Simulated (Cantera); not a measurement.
Input (Python, Cantera) and output of one run.

```python
import numpy as np
import cantera as ct

gas_names = """
    AL ALCL ALCL2 ALCL3 ALH ALN AL2 AL2CL6 CL CL2 H HCL H2 N NH NH2 NH3 N2 N2H2 N2H4
""".split()
cond_names = """
    AL(cr) AL(L) ALCL3(s) ALCL3(L) ALN(s) NH4CL(a) NH4CL(b)
""".split()


# ... load() reads the species with a 1 bar reference pressure and builds the phases ...
atoms = {
    'Al': {'AL': 1},
    'HCl': {'H': 1, 'CL': 1},
    'N2': {'N': 2},
}
top_T = {'ALN(s)': 2750}  # K; cautious upper limits of use, not melting points


# ... equilibrate(T, P, feed) seeds the gas with the atoms and calls Mixture.equilibrate('TP', solver="vcs", rtol=1e-11, max_steps=5000) ...
results = []
feed = {'Al': 1, 'HCl': 7.9, 'N2': 11}  # mol
P = 1333.22  # Pa
for T in [823, 898, 973, 1048, 1123, 1198, 1273, 1348, 1423, 1498, 1573, 1648, 1723, 1798]:
    mix = equilibrate(T, P, feed)
    results.append((T, P, feed, dict(zip(mix.species_names, mix.species_moles))))

top = {s: max(r[3][s] / sum(r[3][g] for g in gas_names) for r in results) for s in gas_names}
cols = sorted((s for s in top if top[s] > 1e-06), key=lambda s: -top[s])[:9]
seen = [c for c in cond_names if any(r[3].get(c, 0) > 1e-12 for r in results)]
print("log10 of partial pressures in bar; condensed amounts in mol")
print(f"{'T/K':>10s}" + "".join(f"{s[:9]:>10s}" for s in cols + seen))
for T, P, feed, n in results:
    ng = sum(n[g] for g in gas_names)
    print(f"{T:10.4g}" + "".join(f"{np.log10(max(n[s] / ng * P / 1e5, 1e-99)):10.3f}" for s in cols)
          + "".join(f"{n.get(c, 0):10.4g}" for c in seen))
```

Output:

```
log10 of partial pressures in bar; condensed amounts in mol
       T/K        N2       HCL        H2     ALCL3     ALCL2      ALCL        CL         H    AL2CL6
       823    -2.098    -2.450    -2.964    -3.141   -10.731   -15.364   -12.094   -12.616    -5.974
       898    -2.099    -2.450    -2.964    -3.140    -9.630   -13.552   -10.939   -11.443    -6.595
       973    -2.099    -2.450    -2.964    -3.140    -8.703   -12.023    -9.960   -10.448    -7.115
      1048    -2.099    -2.450    -2.964    -3.140    -7.910   -10.717    -9.119    -9.594    -7.557
      1123    -2.099    -2.450    -2.964    -3.140    -7.226    -9.588    -8.390    -8.853    -7.935
      1198    -2.099    -2.450    -2.964    -3.140    -6.628    -8.602    -7.750    -8.203    -8.263
      1273    -2.099    -2.450    -2.964    -3.140    -6.103    -7.736    -7.185    -7.629    -8.549
      1348    -2.099    -2.449    -2.964    -3.141    -5.639    -6.968    -6.682    -7.118    -8.802
      1423    -2.099    -2.449    -2.965    -3.144    -5.227    -6.286    -6.231    -6.660    -9.029
      1498    -2.099    -2.448    -2.968    -3.150    -4.862    -5.679    -5.823    -6.249    -9.238
      1573    -2.099    -2.446    -2.973    -3.163    -4.543    -5.146    -5.450    -5.877    -9.440
      1648    -2.100    -2.441    -2.984    -3.188    -4.274    -4.687    -5.105    -5.542    -9.650
      1723    -2.102    -2.433    -3.004    -3.235    -4.060    -4.309    -4.781    -5.241    -9.886
      1798    -2.104    -2.422    -3.034    -3.307    -3.905    -4.013    -4.474    -4.970   -10.160
```

Equilibrium computed with Cantera from the NASA thermochemical tables; the gas is ideal and each condensed phase is pure. The tables' values for AlCl2 are old estimates; treat these amounts as uncertain.
